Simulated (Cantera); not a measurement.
Charge: 1 mol c-C4F8, 0.032 mol CH4, held at 3.30 Pa.

Points: T (K) = 1648, 1798, 1948, 2098, 2248, 2398, 2548, 2698, 2848, 2998, 3148.

Cantera's Mixture.equilibrate('TP', solver="vcs", rtol=1e-11, max_steps=5000) on the NASA tables stopped like this:

```
ERROR: FAILURE its = 5001!

*******************************************************************************
CanteraError thrown by MultiPhase::equilibrate:
VCS solver failed. Return code: -1
*******************************************************************************
```

**Question.** What got this run through?

**Answer.** Several could match; the one computed here: The failure is numerical, not chemical. The same input converged with solver="gibbs", rtol=1e-10, max_steps=50000, and the result passed a check of the equilibrium conditions:
```
log10 of partial pressures in bar; condensed amounts in mol
       T/K         F       CF4         C       CF2        C3     C(gr)
      1648    -5.853    -4.554   -14.518    -5.774   -15.149      2.03
      1798    -5.075    -4.794   -12.620    -5.160   -12.968     1.937
      1948    -4.642    -5.897   -11.016    -5.093   -11.129     2.346
      2098    -4.531    -7.884    -9.643    -5.559    -9.559     3.363
      2248    -4.505    -9.888    -8.453    -6.106    -8.204     3.739
      2398    -4.504   -11.726    -7.414    -6.629    -7.023     3.714
      2548    -4.525   -13.440    -6.498    -7.138    -5.986     2.808
      2698    -4.584   -15.256    -5.817    -7.805    -5.466         0
      2848    -4.602   -16.950    -5.416    -8.540    -5.625         0
      2998    -4.633   -18.613    -5.136    -9.313    -6.013         0
      3148    -4.655   -20.220    -5.009   -10.128    -6.744         0
```

The gas is ideal and each condensed phase is pure. The feed counts by its element totals alone. Gases not in the tables: C2F6 and larger saturated fluorocarbons.
